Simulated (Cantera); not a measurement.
A perfectly stirred reactor is fed with 0.675 % CO, 3.47 % O2, 2.06 % H2O, 93.8 % N2, equivalence ratio 0.097, at 5.00 bar; it is held at 875 K, and followed from long to short residence time.

Model: GRI-Mech 3.0 (53 species, 325 reactions), integrated in Cantera.

Question: Predict: x(CO) at τ = 16.0 s; x(O2) at τ = 16.0 s; x(H2O) at τ = 16.0 s; x(CO) at τ = 55.0 ms; x(O2) at τ = 55.0 ms; x(H2O) at τ = 55.0 ms.

Answer: 
```
Quantity                Result
---------------------  -------
x(CO) at τ = 16.0 s    0.00530
x(O2) at τ = 16.0 s     0.0340
x(H2O) at τ = 16.0 s    0.0206
x(CO) at τ = 55.0 ms   0.00675
x(O2) at τ = 55.0 ms    0.0347
x(H2O) at τ = 55.0 ms   0.0206
```
